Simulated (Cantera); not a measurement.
A closed system holds: 1 mol BN, 11 mol O2, 8.4 mol N2, held at 1948.15 K and 2.20 mbar.

Cantera equilibrium calculation (NASA polynomials, part measured and part estimated; ideal gas, pure solids and liquids). Candidate condensed phases: B, BN, B2O3; 17 gas species. Kinetics and transport are ignored.

Base state: O2 0.507, N2 0.446, B2O3 0.0178, BO2 0.0149, NO 0.00773, O 0.00675, BO 5.56e-5 (mole fractions); condensed: gas only.

### Question
What changes in the equilibrium state with this change: O2 from 11 to 0.21 mol?

### Answer
```csv
species,before,after
N2,0.446,0.965
BO,5.56e-5,0.0228
B2O2,6.73e-8,0.0113
O2,0.507,<1e-9
BO2,0.0149,1.11e-6
B2O3,0.0178,0.000543
O,0.00675,1.23e-9
NO,0.00773,2.07e-9
B2O,<1e-9,4.63e-5
"BN(s), mol",0,0.584
```
